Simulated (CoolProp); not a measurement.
A closed Brayton cycle with carbon dioxide: compressor inlet 305.15 K and 8.5 MPa, high pressure 21.6 MPa, turbine inlet 960 K, compressor efficiency 0.8, turbine efficiency 0.85, recuperator effectiveness 0.9 (on enthalpy, no pinch check). Each further row changes one setting.

Computed with CoolProp (reference Helmholtz-energy equation of state, Span 1996).

```tsv
case	thermal efficiency (%)	net work (kJ/kg)	compressor to turbine work	compressor exit (K)	turbine exit (K)
as stated	34.8	115	0.16	329.0	843.7
turbine inlet 910 K	[?]	107	[?]	329.0	797.6
compressor inlet 315.15 K	34.5	97.8	0.29	379.6	843.7
high pressure 18.4 MPa	[?]	97.8	0.15	324.1	863.1
recuperator effectiveness 0.5	19.8	115	0.16	329.0	843.7
```

Fill in the missing entries.


- turbine inlet 910 K, thermal efficiency (%): 33.8
- turbine inlet 910 K, compressor to turbine work: 0.17
- high pressure 18.4 MPa, thermal efficiency (%): 32.2
